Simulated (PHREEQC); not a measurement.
A solution holds 0.056 mol CsOH, 0.00084 mol H3BO3 and 0.025 mol K3PO4 per kg of water, at 70 °C. Closed to the air; pH follows from the charge balance.

All values are PHREEQC results (ion-association model, wateq4f.dat), not measurements.

| quantity | before | after |
|---|---|---|
| pH | 11.47 | 10.90 |
| ionic strength (mol/kgw) | 0.184 | 0.168 |
| PO4-3 (mol/kgw) | 0.0146 | 0.00662 |
| HPO4-2 (mol/kgw) | 0.0101 | 0.0177 |
| KHPO4- (mol/kgw) | 0.000386 | 0.000702 |
| H3BO3 (mol/kgw) | 1.54e-6 | 5.76e-6 |

Q: Which change was made?
A) K3PO4 from 0.025 to 0.05 mol/kgw
B) CsOH left out
C) diluted 5-fold with water
D) CsOH replaced by CsF at the same molality

A: D, CsOH replaced by CsF at the same molality

This is a speciation only: nothing precipitates in the calculation. H3PO4, which wateq4f.dat lacks, is added to it with the constant of phreeqc.dat. Constants without temperature data keep their 25 °C values here. Real BF4- forms and hydrolyses slowly; the run takes it at equilibrium.
